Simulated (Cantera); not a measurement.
A closed system holds: 1 mol Cr, 0.45 mol NH₃, 95 mol H₂, 0.64 mol O₂, at 1.00 bar.

Equilibrium computed with Cantera from the NASA thermochemical tables; the gas is ideal and each condensed phase is pure. Candidate condensed phases: Cr, CrN, Cr₂N, Cr₂O₃, H₂O; 29 gas species. Mutual solubility and eutectic melting of coexisting phases are not modelled. Rates play no part.

log p: log10 of the partial pressure in bar; n: condensed amount in mol.

```csv
T (K),log p H₂,log p H₂O,log p Cr,log p H,log p N₂,n CrN(s),n Cr₂O₃(s),n Cr₂N(s),n Cr(s)
900,0.00,-4.94,<-12,-9.93,-2.81,0.147,0.426,0,0
1100,0.00,-4.23,-11.56,-7.59,-2.71,0,0.425,0.0752,0
1300,0.00,-3.57,-8.32,-5.96,-2.63,0,0.418,0,0.164
1500,0.00,[?],[?],[?],-2.63,0,[?],0,[?]
1700,0.00,-2.40,-4.68,-3.83,-2.63,0,0.300,0,0.398
1900,-0.01,[?],[?],[?],-2.63,0,[?],0,[?]
2100,-0.01,-1.88,-2.48,-2.51,-2.63,0,0,0,0.677
2300,-0.02,-1.89,-1.99,-2.02,-2.64,0,0,0,0
```

Task: Complete the blanks.

Result: 
- 1900, log p H₂O: -2.00
- 1900, log p Cr: -3.46
- 1900, log p H: -3.10
- 1900, n Cr₂O₃(s): 0.110
- 1900, n Cr(s): 0.746
- 1500, log p H₂O: -2.91
- 1500, log p Cr: -6.25
- 1500, log p H: -4.76
- 1500, n Cr₂O₃(s): 0.387
- 1500, n Cr(s): 0.226
